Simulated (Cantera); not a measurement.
A perfectly stirred reactor is fed with CH4 : C2H6 : C3H8 : O2 : N2 = 1 : 0.54 : 0.25 : 4.67 : 17.6 (molar parts), equivalence ratio 1.1, at 1000000 Pa; it is adiabatic with a 650 K inlet, and is followed from long to short residence time, starting on the burning branch (τ in s: 0.049, 0.024, 0.012, 0.0058, 0.0029, 0.0014, 0.00069, 0.00034, 0.00017, 8.2e-05).

Detailed kinetics in Cantera: GRI-Mech 3.0 (53 species, 325 reactions). GRI-Mech 3.0 was tuned for natural gas; its chemistry of propane as a main component is partial and can be far from experiment.

One state of this run: T (K) = 2439; x CH4 = 2.35e-5; x C2H6 = 1.01e-6; x C3H8 = 5.20e-7; x C2H = 1.02e-7; x NO = 0.000756; x H2O2 = 2.78e-7. x: mole fraction; the columns are a selection and need not sum to one.

Problem. Which value of τ (s) does it belong to?
(A) 0.00017
(B) 8.2e-5
(C) 0.012
(D) 0.00069

Solution. D, 0.00069
